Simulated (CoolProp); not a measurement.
A Linde-Hampson liquefier for nitrogen: isothermal reversible compression at 200 K from 1 atm to 40 MPa, throttling to 1 atm, return gas leaving the recuperator 0 K below the feed. Each further row changes one setting.

Values from CoolProp's reference Helmholtz-energy equation of state, Span 2000.

| case | liquid yield per pass | compression work (kJ/kg of gas) |
|---|---|---|
| as stated | 0.257 | 340 |
| high pressure 80 MPa | 0.190 | 406 |
| warm-end temperature 230 K | 0.190 | 403 |
| warm-end gap 5 K | 0.245 | 340 |
